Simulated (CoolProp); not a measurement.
Vapour pressure (kPa) of n-decane: the reference equation beside estimates from Tc = 617.7 K, pc = 2101 kPa, ω = 0.488.

The numbers come from the reference Helmholtz-energy equation of state, Lemmon 2006 in CoolProp. It is a short technical equation, of lower accuracy than the large ones.

```csv
T (K),reference,Lee-Kesler,van der Waals,Redlich-Kwong
421.6,50.23,50.04,369.8,147.9
441.1,86.38,86.50,466.0,216.9
460.7,140.9,141.6,577.7,307.0
480.2,218.6,220.2,704.6,420.0
499.8,326.6,329.1,848.8,559.9
519.3,470.7,474.1,1009,728.0
538.9,660.1,664.3,1189,928.5
558.4,901.8,906.7,1386,1162
578,1209,1215,1602,1433
597.5,1594,1600,1837,1740
```

Absolute difference from the reference over all 10 rows, mean and median: Lee-Kesler 0.5 and 0.5 %, van der Waals 206.4 and 137.1 %, Redlich-Kwong 77.9 and 63.0 %.
